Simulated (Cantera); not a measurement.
A freely propagating, adiabatic, planar premixed flame of 25.2 % CO, 1.13 % H₂, 15.5 % O₂, 58.2 % N₂, equivalence ratio 0.85, unburnt at 475 K and 1.20 bar; mixture-averaged transport, grid criteria slope 0.08 and curve 0.16, no radiation.

Computed with Cantera and GRI-Mech 3.0 (53 species, 325 reactions). Burning velocities carry a grid error of a few per cent, more on coarse grids.

### Question
Predict: laminar burning velocity; thermal thickness.

### Answer
```json
{
 "laminar_burning_velocity": "62.1 cm/s",
 "thermal_thickness": "0.765 mm"
}
```
